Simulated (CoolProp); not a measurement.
Properties of R245fa along the isobar 2.38 MPa.

The numbers come from the reference Helmholtz-energy equation of state, Akasaka 2015 in CoolProp.

```tsv
T (°C)	phase	Joule-Thomson coefficient (K/MPa)	isothermal compressibility (1/MPa)
-90.75	liquid	-0.4074	0.0006196
-76.95	liquid	-0.3964	0.0007072
-63.05	liquid	-0.3834	0.0008121
-49.25	liquid	-0.3684	0.0009363
-35.45	liquid	-0.3511	0.001085
-21.65	liquid	-0.3310	0.001263
-7.75	liquid	-0.3076	0.001482
6.05	liquid	-0.2804	0.001751
19.85	liquid	-0.2482	0.002089
33.65	liquid	-0.2093	0.002525
47.55	liquid	-0.1607	0.003111
61.35	liquid	-0.09888	0.003916
75.15	liquid	-0.01627	0.005092
88.95	liquid	0.1009	0.006939
102.85	liquid	0.2840	0.01021
```
